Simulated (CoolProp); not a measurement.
Vapour pressure (bar) of sulfur hexafluoride: the reference equation beside estimates from Tc = 318.7 K, pc = 37.55 bar, ω = 0.210. Clausius-Clapeyron is anchored at 236.2 K with a constant enthalpy of vaporisation of 15.35 kJ/mol.

The numbers come from the reference Helmholtz-energy equation of state, Guder 2009 in CoolProp.

```csv
T (K),reference,Clausius-Clapeyron,Redlich-Kwong,Soave-Redlich-Kwong
230.2,3.037,3.121,4.253,3.096
236.2,3.827,3.827,5.219,3.902
242.3,4.778,4.659,6.351,4.874
248.3,5.877,5.600,7.623,5.996
254.3,7.153,6.674,9.061,7.300
260.3,8.625,7.889,10.68,8.803
266.3,10.31,9.255,12.48,10.52
272.3,12.23,10.78,14.48,12.48
278.4,14.43,12.51,16.72,14.72
284.4,16.88,14.39,19.14,17.20
290.4,19.62,16.45,21.79,19.97
296.4,22.68,18.71,24.67,23.05
```

Absolute difference from the reference over all 12 rows, mean and median: Clausius-Clapeyron 9.1 and 9.4 %, Redlich-Kwong 23.2 and 22.4 %, Soave-Redlich-Kwong 2.0 and 2.0 %.
